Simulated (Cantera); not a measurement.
Mixture: CO : H₂ : CH₄ : O₂ : N₂ = 1 : 0.052 : 0.67 : 2.01 : 6.62 (molar parts), equivalence ratio 0.93, at 10.0 bar, adiabatic and at constant volume. Ignition delay is the time to a rise of 400 K.

Computed with Cantera and GRI-Mech 3.0 (53 species, 325 reactions).

### Question
At T0 = 1300 K, what is the delay, and which 5 reactions control it most (d ln τ / d ln k, from doubling and halving each rate constant)?

### Answer
The delay is 0.830 ms.
| reaction | d ln τ / d ln k | faster rate |
|---|---|---|
| 2 CH3 (+M) <=> C2H6 (+M) | 0.86 | lengthens it |
| H + O2 <=> O + OH | -0.66 | shortens it |
| CH3 + HO2 <=> CH3O + OH | -0.55 | shortens it |
| CH4 + OH <=> CH3 + H2O | 0.54 | lengthens it |
| CH3 + O2 <=> CH3O + O | -0.41 | shortens it |
